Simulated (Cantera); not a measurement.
A Cantera script and what it prints.

```python
import numpy as np
import cantera as ct

gas_names = [...]  # 110 gases of nasa_gas.yaml made of C, H, O
cond_names = """
    C(gr) C6H6(L) C7H8(L) C8H18(L),n-octa H2O(s) H2O(L)
""".split()


# ... load() reads the species with a 1 bar reference pressure and builds the phases ...
atoms = {
    'C3H6': {'C': 3, 'H': 6},
    'CO2': {'C': 1, 'O': 2},
    'H2': {'H': 2},
}
top_T = {'C(gr)': 4500}  # K; cautious upper limits of use, not melting points


# ... equilibrate(T, P, feed) seeds the gas with the atoms and calls Mixture.equilibrate('TP', solver="vcs", rtol=1e-11, max_steps=5000) ...
results = []
P = 5300000  # Pa
for T in [1200, 1350, 1500, 1650, 1800, 1950, 2100, 2250, 2400, 2550, 2700]:
    for m in [0.54, 0.68, 0.85, 1.1, 1.3, 1.7, 2.1, 2.7, 3.4, 4.2]:
        feed = {'C3H6': 1, 'CO2': m, 'H2': 12}  # mol
        mix = equilibrate(T, P, feed)
        results.append((T, P, feed, dict(zip(mix.species_names, mix.species_moles))))

for T, P, feed, n in results:
    print(f"{T:7g} {feed['CO2']:10.4g}  " + (" + ".join(c for c in cond_names if n.get(c, 0) > 1e-12) or "gas only"))
```

Result:

```
   1200       0.54  gas only
   1200       0.68  gas only
   1200       0.85  gas only
   1200        1.1  gas only
   1200        1.3  gas only
   1200        1.7  gas only
   1200        2.1  gas only
   1200        2.7  gas only
   1200        3.4  gas only
   1200        4.2  gas only
   1350       0.54  C(gr)
   1350       0.68  C(gr)
   1350       0.85  C(gr)
   1350        1.1  C(gr)
   1350        1.3  C(gr)
   1350        1.7  gas only
   1350        2.1  gas only
   1350        2.7  gas only
   1350        3.4  gas only
   1350        4.2  gas only
   1500       0.54  C(gr)
   1500       0.68  C(gr)
   1500       0.85  C(gr)
   1500        1.1  C(gr)
   1500        1.3  C(gr)
   1500        1.7  C(gr)
   1500        2.1  gas only
   1500        2.7  gas only
   1500        3.4  gas only
   1500        4.2  gas only
   1650       0.54  C(gr)
   1650       0.68  C(gr)
   1650       0.85  C(gr)
   1650        1.1  C(gr)
   1650        1.3  C(gr)
   1650        1.7  C(gr)
   1650        2.1  C(gr)
   1650        2.7  gas only
   1650        3.4  gas only
   1650        4.2  gas only
   1800       0.54  C(gr)
   1800       0.68  C(gr)
   1800       0.85  C(gr)
   1800        1.1  C(gr)
   1800        1.3  C(gr)
   1800        1.7  C(gr)
   1800        2.1  C(gr)
   1800        2.7  gas only
   1800        3.4  gas only
   1800        4.2  gas only
   1950       0.54  C(gr)
   1950       0.68  C(gr)
   1950       0.85  C(gr)
   1950        1.1  C(gr)
   1950        1.3  C(gr)
   1950        1.7  C(gr)
   1950        2.1  C(gr)
   1950        2.7  C(gr)
   1950        3.4  gas only
   1950        4.2  gas only
   2100       0.54  C(gr)
   2100       0.68  C(gr)
   2100       0.85  C(gr)
   2100        1.1  C(gr)
   2100        1.3  C(gr)
   2100        1.7  C(gr)
   2100        2.1  C(gr)
   2100        2.7  C(gr)
   2100        3.4  gas only
   2100        4.2  gas only
   2250       0.54  C(gr)
   2250       0.68  C(gr)
   2250       0.85  C(gr)
   2250        1.1  C(gr)
   2250        1.3  C(gr)
   2250        1.7  C(gr)
   2250        2.1  C(gr)
   2250        2.7  C(gr)
   2250        3.4  gas only
   2250        4.2  gas only
   2400       0.54  C(gr)
   2400       0.68  C(gr)
   2400       0.85  C(gr)
   2400        1.1  C(gr)
   2400        1.3  C(gr)
   2400        1.7  C(gr)
   2400        2.1  C(gr)
   2400        2.7  gas only
   2400        3.4  gas only
   2400        4.2  gas only
   2550       0.54  C(gr)
   2550       0.68  C(gr)
   2550       0.85  C(gr)
   2550        1.1  C(gr)
   2550        1.3  C(gr)
   2550        1.7  C(gr)
   2550        2.1  C(gr)
   2550        2.7  gas only
   2550        3.4  gas only
   2550        4.2  gas only
   2700       0.54  C(gr)
   2700       0.68  C(gr)
   2700       0.85  C(gr)
   2700        1.1  C(gr)
   2700        1.3  C(gr)
   2700        1.7  C(gr)
   2700        2.1  C(gr)
   2700        2.7  gas only
   2700        3.4  gas only
   2700        4.2  gas only
```

These are equilibrium values from Cantera (NASA tables, ideal gas, pure condensed phases), not measurements of a reactor. The ideal-gas law is rough above about 30 bar.
